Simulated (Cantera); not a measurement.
Input (Python, Cantera) and output of one run.

```python
import numpy as np
import cantera as ct

gas_names = """
    H HO2 H2 H2O H2O2 O OH O2 O3 Pb PbO Pb2
""".split()
cond_names = """
    H2O(s) H2O(L) Pb(cr) Pb(L) PbO(rd) PbO(yw) PbO(L) PbO2(s) Pb3O4(s)
""".split()


def load(file, names, dense=False):
    # The tables refer to 1 bar. Condensed volumes are neglected.
    table = {s.name: s for s in ct.Species.list_from_file(file)}
    out = []
    for n in names:
        d = dict(table[n].input_data)
        d["thermo"] = dict(d["thermo"], **{"reference-pressure": 1e5})
        if dense:
            d["equation-of-state"] = {"model": "constant-volume", "density": "1e6 g/cm^3"}
        out.append(ct.Species.from_dict(d))
    return out


gas = ct.Solution(thermo="ideal-gas", species=load("nasa_gas.yaml", gas_names))
cond = {s.name: ct.Solution(thermo="fixed-stoichiometry", species=[s], name=s.name)
        for s in load("nasa_condensed.yaml", cond_names, dense=True)}
atoms = {
    'PbO': {'Pb': 1, 'O': 1},
    'H2': {'H': 2},
}
top_T = {'Pb3O4(s)': 820}  # K; cautious upper limits of use, not melting points


def equilibrate(T, P, feed):
    n = {}
    for name, mol in feed.items():
        for a, k in atoms[name].items():
            n[a] = n.get(a, 0.0) + k * mol
    gas.TPX = T, P, n
    mass = sum(n.values()) * gas.mean_molecular_weight
    gas.equilibrate("TP")
    valid = [c for c in cond.values() if c.min_temp <= T <= top_T.get(c.name, c.max_temp)]
    mix = ct.Mixture([(gas, mass / gas.mean_molecular_weight)] + [(c, 0.0) for c in valid])
    mix.T, mix.P = T, P
    mix.equilibrate("TP", solver="vcs", rtol=1e-11, max_steps=5000)
    return mix


results = []
feed = {'PbO': 1, 'H2': 2.8}  # mol
T = 648.15  # K
P = 100000  # Pa
mix = equilibrate(T, P, feed)
results.append((T, P, feed, dict(zip(mix.species_names, mix.species_moles))))
print(gas.report(threshold=0.0001))
for i in range(1, mix.n_phases):
    print(f"{mix.phase(i).name:16s} {mix.phase_moles(i):12.5e} mol")
```

Result:

```
       temperature   648.15 K
          pressure   1e+05 Pa
           density   0.14344 kg/m^3
  mean mol. weight   7.7299 kg/kmol
   phase of matter   gas

                          1 kg             1 kmol
                     ---------------   ---------------
          enthalpy       -9.7554e+06       -7.5409e+07  J
   internal energy       -1.0453e+07       -8.0798e+07  J
           entropy             23430        1.8111e+05  J/K
    Gibbs function       -2.4941e+07       -1.9279e+08  J
 heat capacity c_p            4138.9             31993  J/K
 heat capacity c_v            3063.2             23679  J/K

                      mass frac. Y      mole frac. X     chem. pot. / RT
                     ---------------   ---------------   ---------------
                H2           0.16766           0.64286           -16.989
               H2O           0.83234           0.35714           -69.591
     [  +10 minor]        2.2715e-09        8.4744e-11

Pb(L)             1.00000e+00 mol
PbO(rd)           0.00000e+00 mol
PbO2(s)           0.00000e+00 mol
Pb3O4(s)          0.00000e+00 mol
```

These are equilibrium values from Cantera (NASA tables, ideal gas, pure condensed phases), not measurements of a reactor.
